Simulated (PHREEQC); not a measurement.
Brine (model solution)

Solution (25 °C): 0.58 mol Na2CO3, 1.8 mol KCl and 3.4e-05 mol H4SiO4 per kg of water. Closed to the air; pH follows from the charge balance.

All values are PHREEQC results (Pitzer model, pitzer.dat), not measurements.

This is a speciation only: nothing precipitates in the calculation.

### Question
Predict the pH.

### Answer
pH 11.58.

### Question
In which forms is Si present?

### Answer
H3SiO4- 58 %, H2SiO4-2 42 % of the Si.

In brines, pH and single-ion activities rest on the MacInnes convention.
